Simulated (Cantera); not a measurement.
Silicon nitride deposition: SiCl4 + NH3 + H2

Feed: 1 mol SiCl4, 22 mol NH3, 2.6 mol H2, held at 1823 K.

Cantera equilibrium calculation (NASA polynomials, part measured and part estimated; ideal gas, pure solids and liquids). Candidate condensed phases: NH4Cl, Si, Si3N4; 28 gas species. The tables' values for SiCl, SiCl3, SiN are old estimates; treat these amounts as uncertain. Gases not in the tables: Si2H6 and higher silanes. The numbers say what is thermodynamically allowed, not how fast it happens.

From 5.00 Pa to 36.0 Pa nothing is condensed. From 2.60 mbar to 19.0 mbar the condensed part is Si(l). From 0.140 bar to 1.00 bar the condensed part is Si3N4(s). The main Si-bearing gas is Si at 5.00 Pa and SiCl2 at 1.00 bar.

```tsv
P (Pa)	x H2	x N2	x HCl	x H	x Si	x SiCl2	x Cl	x SiCl	n Si(l)	n Si3N4(s)
5	0.643	0.217	0.0670	0.0491	0.0153	0.00361	0.00391	0.000682	0	0
36	0.680	0.222	0.0579	0.0188	0.00860	0.0103	0.00122	0.000867	0	0
260	0.697	0.225	0.0550	0.00709	0.00170	0.0130	0.000427	0.000432	0.251	0
1900	0.702	0.226	0.0554	0.00263	0.000233	0.0131	0.000159	0.000161	0.336	0
14000	0.705	0.221	0.0634	0.000972	1.75e-5	0.00947	6.67e-5	3.74e-5	0	0.177
100000	0.703	0.218	0.0753	0.000363	6.67e-7	0.00365	2.97e-5	4.53e-6	0	0.272
```
x: gas mole fraction; n: condensed amount in mol.
